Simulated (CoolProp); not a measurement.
Values from CoolProp's reference Helmholtz-energy equation of state, Zhou 2011.

Problem. Give the vapour pressure (MPa), enthalpy of vaporisation (kJ/kg), liquid cp (kJ/(kg K)) of saturated dimethyl carbonate at 382.4, 397, 401.8 K.

Solution. 
| T (K) | p (MPa) | enthalpy of vaporisation (kJ/kg) | liquid cp (kJ/(kg K)) |
|---|---|---|---|
| 382.4 | 0.180 | 362 | 2.01 |
| 397 | 0.267 | 351 | 2.05 |
| 401.8 | 0.302 | 347 | 2.06 |
